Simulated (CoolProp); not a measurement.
Vapour-liquid equilibrium of R13 (1) + propylene (2) at -62.75 °C; x and y are mole fractions of (1).

Values from CoolProp's multi-fluid Helmholtz-energy mixture model, Platzer 1990 and Lemmon 2013; pair parameters Bell 2016. This equation is an older, rougher fit; its heat capacities, sound speeds and derivatives of the liquid may be far off and weren't checked against measurements.

```json
[
 {"x": "0.05", "bubble pressure, mixture model (MPa)": "0.07051", "bubble pressure, Raoult's law (MPa)": "0.05816", "y, mixture model": "0.344", "y, Raoult's law": "0.214"},
 {"x": "0.15", "bubble pressure, mixture model (MPa)": "0.1069", "bubble pressure, Raoult's law (MPa)": "0.07825", "y, mixture model": "0.601", "y, Raoult's law": "0.477"},
 {"x": "0.25", "bubble pressure, mixture model (MPa)": "0.1347", "bubble pressure, Raoult's law (MPa)": "0.09834", "y, mixture model": "0.708", "y, Raoult's law": "0.633"},
 {"x": "0.35", "bubble pressure, mixture model (MPa)": "0.1564", "bubble pressure, Raoult's law (MPa)": "0.1184", "y, mixture model": "0.770", "y, Raoult's law": "0.736"},
 {"x": "0.45", "bubble pressure, mixture model (MPa)": "0.1739", "bubble pressure, Raoult's law (MPa)": "0.1385", "y, mixture model": "0.812", "y, Raoult's law": "0.809"},
 {"x": "0.55", "bubble pressure, mixture model (MPa)": "0.1889", "bubble pressure, Raoult's law (MPa)": "0.1586", "y, mixture model": "0.845", "y, Raoult's law": "0.863"},
 {"x": "0.65", "bubble pressure, mixture model (MPa)": "0.2025", "bubble pressure, Raoult's law (MPa)": "0.1787", "y, mixture model": "0.875", "y, Raoult's law": "0.906"},
 {"x": "0.75", "bubble pressure, mixture model (MPa)": "0.2155", "bubble pressure, Raoult's law (MPa)": "0.1988", "y, mixture model": "0.905", "y, Raoult's law": "0.939"},
 {"x": "0.85", "bubble pressure, mixture model (MPa)": "0.2286", "bubble pressure, Raoult's law (MPa)": "0.2189", "y, mixture model": "0.938", "y, Raoult's law": "0.967"},
 {"x": "0.95", "bubble pressure, mixture model (MPa)": "0.2421", "bubble pressure, Raoult's law (MPa)": "0.2390", "y, mixture model": "0.977", "y, Raoult's law": "0.990"}
]
```

The largest gap from Raoult's law is +37.0 % in bubble pressure, at x = 0.25. No azeotrope shows between x = 0.05 and 0.95.

Pair parameters are fitted to limited data, so mixtures are less certain than the pure fluids.
